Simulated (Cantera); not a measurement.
What does this Cantera script print?

```python
import numpy as np
import cantera as ct

gas_names = """
    CL CL2 H HCL H2 N NH NH2 NH3 N2 N2H2 N2H4 Si SiCL SiCL2 SiCL3 SiCL4 SiH SiHCL3 SiH2 SiH2CL2 SiH3
    SiH3CL SiH4 SiN Si2 Si2N Si3
""".split()
cond_names = """
    NH4CL(a) NH4CL(b) Si(cr) Si(L) Si3N4(a)
""".split()


# ... load() reads the species with a 1 bar reference pressure and builds the phases ...
atoms = {
    'SiH2Cl2': {'Si': 1, 'H': 2, 'CL': 2},
    'Cl2': {'CL': 2},
    'N2': {'N': 2},
}
top_T = {'Si3N4(a)': 2400}  # K; cautious upper limits of use, not melting points


# ... equilibrate(T, P, feed) seeds the gas with the atoms and calls Mixture.equilibrate('TP', solver="vcs", rtol=1e-11, max_steps=5000) ...
results = []
feed = {'SiH2Cl2': 1, 'Cl2': 0.013, 'N2': 4.9}  # mol
T = 1550  # K
P = 130  # Pa
mix = equilibrate(T, P, feed)
results.append((T, P, feed, dict(zip(mix.species_names, mix.species_moles))))
x = sorted(zip(gas.X, gas.species_names), reverse=True)
print(f"T = {T:g} K  P = {P:g} Pa  gas = {mix.phase_moles(0):.4g} mol")
print("   x: " + "  ".join(f"{s} {v:.3e}" for v, s in x if v > 0.001))
print("   condensed (mol): " + ("  ".join(f"{mix.phase(i).name} {mix.phase_moles(i):.4g}"
      for i in range(1, mix.n_phases) if mix.phase_moles(i) > 1e-12) or "none"))
```

Output:

```
T = 1550 K  P = 130 Pa  gas = 6.679 mol
   x: N2 6.995e-01  HCL 1.036e-01  H2 9.777e-02  SiCL2 9.629e-02  SiCL3 2.100e-03
   condensed (mol): Si3N4(a) 0.1138
```

These are equilibrium values from Cantera (NASA tables, ideal gas, pure condensed phases), not measurements of a reactor. The tables' values for SiCl3, SiCl are old estimates; treat these amounts as uncertain.
